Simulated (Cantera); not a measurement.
Feed: 1 mol BN, 5.9 mol NF₃, 33 mol H₂, at 1527 °C and 0.000220 bar.

Equilibrium computed with Cantera from the NASA thermochemical tables; the gas is ideal and each condensed phase is pure. Candidate condensed phases: B, BN; 31 gas species. The tables' values for BF₂ are old estimates; treat these amounts as uncertain. Rates play no part.

Base state: H₂ 0.553, HF 0.331, N₂ 0.0760, H 0.0179, BF₃ 0.0160, BF₂ 0.00454, BF 0.00140, BHF₂ 0.000103 (mole fractions); condensed: gas only.

Problem. What changes in the equilibrium state with this change: temperature from 1527 °C to 875 °C?

Solution. 
| species | before | after |
|---|---|---|
| H₂ | 0.553 | 0.573 |
| HF | 0.331 | 0.328 |
| N₂ | 0.0760 | 0.0770 |
| H | 0.0179 | 3.67e-6 |
| BF₃ | 0.0160 | 0.0223 |
| BF | 0.00140 | <1e-9 |
| BF₂ | 0.00454 | 2.45e-7 |
